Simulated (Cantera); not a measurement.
# N₂O + H₂O + N₂ (abatement and gas-phase synthesis)

A closed system holds: 1 mol N₂O, 2.4 mol H₂O, 17 mol N₂, equilibrated at 0.100 bar.

Equilibrium computed with Cantera from the NASA thermochemical tables; the gas is ideal and each condensed phase is pure. Candidate condensed phases: H₂O; 24 gas species. The numbers say what is thermodynamically allowed, not how fast it happens.

From 1098 K to 2098 K nothing is condensed.

```tsv
T (K)	log p N₂	log p H₂O	log p O₂	log p OH	log p NO	log p H₂	log p O	log p H
1098	-1.06	-1.94	-2.62	-7.14	-5.53	-9.53	-9.94	-12.37
1198	-1.06	-1.94	-2.62	-6.49	-5.17	-8.54	-8.93	-10.99
1298	-1.06	-1.94	-2.62	-5.95	-4.86	-7.71	-8.08	-9.82
1398	-1.06	-1.94	-2.62	-5.48	-4.60	-6.99	-7.35	-8.82
1498	-1.06	-1.94	-2.63	-5.07	-4.37	-6.36	-6.72	-7.95
1598	-1.07	-1.94	-2.63	-4.72	-4.17	-5.81	-6.16	-7.18
1698	-1.07	-1.94	-2.63	-4.40	-4.00	-5.33	-5.67	-6.51
1798	-1.07	-1.94	-2.64	-4.13	-3.84	-4.90	-5.24	-5.90
1898	-1.07	-1.94	-2.64	-3.88	-3.71	-4.51	-4.85	-5.36
1998	-1.07	-1.95	-2.65	-3.66	-3.59	-4.17	-4.51	-4.88
2098	-1.07	-1.95	-2.66	-3.46	-3.48	-3.86	-4.19	-4.44
```
log p: log10 of the partial pressure in bar; nothing condenses.
